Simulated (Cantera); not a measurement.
A perfectly stirred reactor is fed with 7.69 % C2H6, 92.3 % N2, at 3800 Pa; it is held at 1825 K, and followed from long to short residence time.

Computed with Cantera and GRI-Mech 3.0 (53 species, 325 reactions). GRI-Mech 3.0 stops at C3 and has no aromatics, soot or wall deposition, so with more carbon than oxygen in the feed, carbon stays in small species such as C2H2 where larger ones or solid carbon would form. Radical loss at walls, strong at low pressure, is not modelled.

Q: Predict: x(C2H6) at τ = 21.0 s; x(H) at τ = 21.0 s; x(C2H2) at τ = 21.0 s; x(C2H) at τ = 21.0 s; x(HCN) at τ = 21.0 s; x(C2H6) at τ = 0.140 s; x(H) at τ = 0.140 s; x(C2H2) at τ = 0.140 s; x(C2H) at τ = 0.140 s; x(HCN) at τ = 0.140 s.

A: 
- x(C2H6) at τ = 21.0 s = 3.36e-7
- x(H) at τ = 21.0 s = 0.000875
- x(C2H2) at τ = 21.0 s = 0.0656
- x(C2H) at τ = 21.0 s = 4.23e-6
- x(HCN) at τ = 21.0 s = 0.00135
- x(C2H6) at τ = 0.140 s = 4.37e-5
- x(H) at τ = 0.140 s = 0.00114
- x(C2H2) at τ = 0.140 s = 0.0631
- x(C2H) at τ = 0.140 s = 5.68e-6
- x(HCN) at τ = 0.140 s = 0.000156
